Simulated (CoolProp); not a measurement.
The fluid at 293.15 K and 0.225 MPa (gas) is heated at constant pressure to 383.1 K. The same conditions are run with several fluids, on thermodynamics alone (safety and materials aside).

Model: reference Helmholtz-energy equation of state of each fluid (CH2F2 (R32): Tillner-Roth 1997; R404A: Lemmon 2003; R22: Kamei 1995; R1132(E): Akasaka 2024; ammonia: Gao 2020), in CoolProp. Blends and air are pseudo-pure fits.

### Question
Rank CH2F2 (R32), R404A, R22, R1132(E), ammonia by heat (kJ/kg), highest first.

### Answer
ammonia (203), R1132(E) (92.3), R404A (85.8), CH2F2 (R32) (82.5), R22 (64.2)

```csv
fluid,final density (kg/m³)
CH2F2 (R32),3.72
R404A,7.00
R22,6.19
R1132(E),4.57
ammonia,1.21
```
